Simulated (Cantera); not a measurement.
An isothermal, constant-pressure homogeneous reactor starts with C3H8 : H2 = 1 : 21 (molar parts), at 1350 K and 11000 Pa.

Computed with Cantera and GRI-Mech 3.0 (53 species, 325 reactions). GRI-Mech 3.0 was tuned for natural gas; its chemistry of propane as a main component is partial and can be far from experiment. GRI-Mech 3.0 stops at C3 and has no aromatics, soot or wall deposition, so with more carbon than oxygen in the feed, carbon stays in small species such as C2H2 where larger ones or solid carbon would form.

x: mole fraction; the columns are a selection and need not sum to one.

| t (s) | x C3H8 | x H2 | x CH4 | x CH3 | x C2H |
|---|---|---|---|---|---|
| 0.000600 | 0.0129 | 0.925 | 0.0300 | [?] | 1.30e-10 |
| 0.00258 | 0.000285 | 0.913 | 0.0438 | [?] | 3.31e-10 |
| 0.0111 | 3.75e-6 | 0.913 | 0.0444 | [?] | 1.40e-10 |
| 0.0476 | 5.90e-8 | 0.913 | 0.0444 | [?] | 1.43e-10 |
| 0.205 | 2.89e-8 | 0.914 | 0.0444 | [?] | 2.36e-10 |
| 0.880 | 7.48e-9 | 0.915 | 0.0446 | 9.80e-6 | 2.53e-10 |
| 3.78 | 5.58e-9 | 0.914 | 0.0457 | 9.32e-6 | 2.41e-10 |
| 16.2 | 5.48e-9 | 0.912 | 0.0497 | 9.66e-6 | 2.19e-10 |
| 69.8 | 5.07e-9 | 0.906 | 0.0609 | 1.05e-5 | 1.69e-10 |
| 300 | 4.49e-9 | 0.899 | 0.0730 | 1.12e-5 | 1.26e-10 |

Question: Fill in the missing entries.

Answer: 
- 0.000600, x CH3: 0.000812
- 0.00258, x CH3: 0.000111
- 0.0111, x CH3: 2.47e-5
- 0.0476, x CH3: 1.52e-5
- 0.205, x CH3: 1.31e-5
